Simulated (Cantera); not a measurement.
## Premixed flame

A freely propagating, adiabatic, planar premixed flame of H₂ : O₂ : N₂ = 1 : 0.641 : 2.41 (molar parts), equivalence ratio 0.78, unburnt at 700 K and 5.63 atm; mixture-averaged transport, grid criteria slope 0.08 and curve 0.16, no radiation.

Cantera simulation using the H2/O2 subset of GRI-Mech 3.0, which has no nitrogen chemistry; the numbers are that mechanism's predictions, not measurements. The hydrogen kinetics of GRI-Mech 3.0 are dated; newer H2 mechanisms differ, most at raised pressure. Burning velocities carry a grid error of a few per cent, more on coarse grids.

```
z (mm)   T (K)  u (m/s)     x H₂    x O₂     x HO₂    x H₂O     x OH       x H
-------  -----  -------  -------  ------  --------  -------  -------  --------
-0.155     700     7.01    0.247   0.158     <1e-8    <1e-8    <1e-8     <1e-8
-0.103     700     7.01    0.247   0.158     <1e-8  4.05e-8    <1e-8     <1e-8
-0.0773    700     7.01    0.247   0.158   1.21e-7  6.50e-7    <1e-8     <1e-8
-0.0515    701     7.00    0.245   0.159   5.99e-6  2.15e-5    <1e-8   3.55e-8
-0.0258    755     7.37    0.224   0.161  0.000644  0.00365  8.83e-5  0.000137
-0.0129   1023     9.67    0.178   0.152  0.000711   0.0349  0.00117   0.00313
0         1442     13.3    0.104   0.116  0.000386    0.113  0.00464    0.0138
0.0129    1745     15.9   0.0494  0.0749  0.000200    0.184   0.0109    0.0203
0.0258    1914     17.3   0.0292  0.0563  0.000119    0.214   0.0152    0.0185
0.0515    2088     18.8   0.0194  0.0471   6.56e-5    0.234   0.0174    0.0119
0.103     2236     19.9   0.0133  0.0435   3.47e-5    0.248   0.0163   0.00584
0.206     2342     20.7  0.00779  0.0415   1.82e-5    0.259   0.0134   0.00232
0.412     2403     21.2  0.00416  0.0408   1.12e-5    0.267   0.0103  0.000865
```
x: mole fraction of selected species; z is measured from the peak of heat release.

```
Property                     Result
------------------------  ---------
laminar burning velocity   701 cm/s
thermal thickness         0.0515 mm
peak x(HO₂)                0.000871
peak x(OH)                   0.0174
peak x(H)                    0.0204
grid points                     115
```
